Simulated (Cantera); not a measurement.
Premixed flame

A freely propagating, adiabatic, planar premixed flame of 45.8 % H₂, 10.4 % O₂, 43.8 % N₂, unburnt at 350 K and 173 Torr; mixture-averaged transport, grid criteria slope 0.08 and curve 0.16, no radiation.

Detailed kinetics in Cantera: the H2/O2 subset of GRI-Mech 3.0, which has no nitrogen chemistry. Burning velocities carry a grid error of a few per cent, more on coarse grids.

| z (mm) | T (K) | u (m/s) | x H₂ | x O₂ | x HO₂ | x OH | x H | x O |
|---|---|---|---|---|---|---|---|---|
| -7.75 | 350 | 2.90 | 0.458 | 0.104 | <1e-8 | <1e-8 | <1e-8 | <1e-8 |
| -5.17 | 350 | 2.90 | 0.458 | 0.104 | <1e-8 | <1e-8 | <1e-8 | <1e-8 |
| -3.88 | 350 | 2.90 | 0.458 | 0.104 | <1e-8 | <1e-8 | <1e-8 | <1e-8 |
| -2.58 | 350 | 2.90 | 0.458 | 0.104 | 1.19e-8 | <1e-8 | <1e-8 | <1e-8 |
| -1.29 | 365 | 3.01 | 0.456 | 0.104 | 9.87e-5 | 2.60e-5 | 3.22e-5 | 2.39e-6 |
| -0.646 | 620 | 4.99 | 0.424 | 0.0978 | 6.75e-5 | 0.000492 | 0.00705 | 0.000129 |
| 0 | 1005 | 7.88 | 0.333 | 0.0668 | 2.14e-5 | 0.000868 | 0.0457 | 0.00186 |
| 0.646 | 1255 | 9.78 | 0.244 | 0.0156 | 4.62e-6 | 0.00162 | 0.0834 | 0.00211 |
| 1.29 | 1353 | 10.5 | 0.226 | 0.00198 | 5.50e-7 | 0.00153 | 0.0870 | 0.000784 |
| 2.58 | 1444 | 11.1 | 0.231 | 0.000275 | 7.19e-8 | 0.00173 | 0.0772 | 0.000520 |
| 5.17 | 1545 | 11.8 | 0.240 | 0.000184 | 4.52e-8 | 0.00193 | 0.0631 | 0.000433 |
| 10.3 | 1646 | 12.5 | 0.249 | 0.000127 | 3.04e-8 | 0.00195 | 0.0484 | 0.000310 |
| 20.7 | 1738 | 13.1 | 0.257 | 7.34e-5 | 1.85e-8 | 0.00174 | 0.0348 | 0.000186 |
x: mole fraction of selected species; z is measured from the peak of heat release.

```
Item                         Value
------------------------  --------
laminar burning velocity  290 cm/s
thermal thickness          2.58 mm
peak x(HO₂)               0.000153
peak x(OH)                 0.00197
peak x(H)                   0.0878
peak x(O)                  0.00269
```
